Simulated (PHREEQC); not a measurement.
A PHREEQC speciation (ion-association model, phreeqc.dat) at 48 °C gives pH 4.11 and these molalities:

```tsv
species	mol/kgw
SO4-2	0.0478
Cu+2	0.0432
CuSO4	0.0307
Na+	0.0101
NaSO4-	0.000882
Cl-	0.000168
HSO4-	0.000157
H+	9.77e-5
Cu2(OH)2+2	3.32e-5
CuCl+	1.82e-5
CuOH+	2.33e-6
Cu(OH)2	6.02e-8
```

Task: What are the element totals, and what could have been dissolved in 1 kg of water to give them?

Result: Several could match; the one computed here: totals Cl 0.000186, Cu(2) 0.0740, Na 0.0110, S(6) 0.0795 mol/kgw, from 0.074 mol CuSO4, 0.000186 mol HCl and 0.0055 mol Na2SO4 per kg of water.

No solid was allowed to form. Complexes and solids missing from the database can't appear. Under pressure, the constants of complexes without a molar volume in the database are unreliable. At this temperature some constants are extrapolated from 25 °C, and those without enthalpy data are left unchanged.
